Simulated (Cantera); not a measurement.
An isothermal, constant-pressure homogeneous reactor starts with N2O : N2 = 1 : 1.8 (molar parts), at 1000 K and 0.0132 atm. Integrator tolerance rtol = 1e-08.

Model: GRI-Mech 3.0 (53 species, 325 reactions), integrated in Cantera. GRI-Mech 3.0 was tuned for natural gas; its chemistry of N2O as a main component is partial and can be far from experiment. Radical loss at walls, strong at low pressure, is not modelled. The mechanism lacks the step 2 NO + O2 → 2 NO2, which can matter for NO2 below about 1400 K. The temperature is held fixed by assumption; the heat of reaction is taken as removed at once.

Task: What does this change do: temperature 1000 to 1575 K?

Result: 
| quantity | before | after |
|---|---|---|
| x(N2O) at 30.0 s | 0.356 (gas-phase equilibrium 2.73e-10) | 2.08e-6 (gas-phase equilibrium 1.10e-8) |
| x(O2) at 30.0 s | 0.000438 (gas-phase equilibrium 0.152) | 0.109 (gas-phase equilibrium 0.151) |
| x(NO) at 30.0 s | 3.65e-5 (gas-phase equilibrium 2.77e-5) | 0.0858 (gas-phase equilibrium 0.00153) |
| x(O) at 30.0 s | 4.21e-8 (gas-phase equilibrium 5.34e-10) | 3.11e-5 (gas-phase equilibrium 3.62e-5) |
| x(NO2) at 30.0 s | 2.81e-9 (gas-phase equilibrium 1.46e-7) | 3.03e-5 (gas-phase equilibrium 6.44e-7) |
| x(N2) at 30.0 s | 0.643 (gas-phase equilibrium 0.848) | 0.806 (gas-phase equilibrium 0.848) |

Task: What does this change do: temperature 1000 to 1600 K?

Result: 
```tsv
quantity	before	after
x(N2O) at 30.0 s	0.356 (gas-phase equilibrium 2.73e-10)	2.27e-6 (gas-phase equilibrium 1.22e-8)
x(O2) at 30.0 s	0.000438 (gas-phase equilibrium 0.152)	0.107 (gas-phase equilibrium 0.151)
x(NO) at 30.0 s	3.65e-5 (gas-phase equilibrium 2.77e-5)	0.0894 (gas-phase equilibrium 0.00171)
x(O) at 30.0 s	4.21e-8 (gas-phase equilibrium 5.34e-10)	4.19e-5 (gas-phase equilibrium 4.91e-5)
x(NO2) at 30.0 s	2.81e-9 (gas-phase equilibrium 1.46e-7)	2.93e-5 (gas-phase equilibrium 6.71e-7)
x(N2) at 30.0 s	0.643 (gas-phase equilibrium 0.848)	0.804 (gas-phase equilibrium 0.848)
```
